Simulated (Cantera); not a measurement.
An adiabatic, constant-volume homogeneous reactor starts with CO : H2 : CH4 : O2 : N2 = 1 : 0.15 : 0.35 : 1.52 : 5.71 (molar parts), equivalence ratio 0.84, at 1650 K and 1.00 bar.

Computed with Cantera and GRI-Mech 3.0 (53 species, 325 reactions).

Task: Predict: time of steepest temperature rise; temperature at 0.900 s; equilibrium temperature; x(CO) at 0.900 s; x(H2) at 0.900 s; x(HCO) at 0.900 s; x(NO2) at 0.900 s.

Result: 
```
Property                                                            Result
---------------------------------  ---------------------------------------
time of steepest temperature rise                                  95.1 µs
temperature at 0.900 s                                              2875 K
equilibrium temperature                                             2875 K
x(CO) at 0.900 s                     0.0661 (gas-phase equilibrium 0.0661)
x(H2) at 0.900 s                   0.00784 (gas-phase equilibrium 0.00784)
x(HCO) at 0.900 s                  7.15e-8 (gas-phase equilibrium 7.15e-8)
x(NO2) at 0.900 s                  6.93e-6 (gas-phase equilibrium 6.93e-6)
```
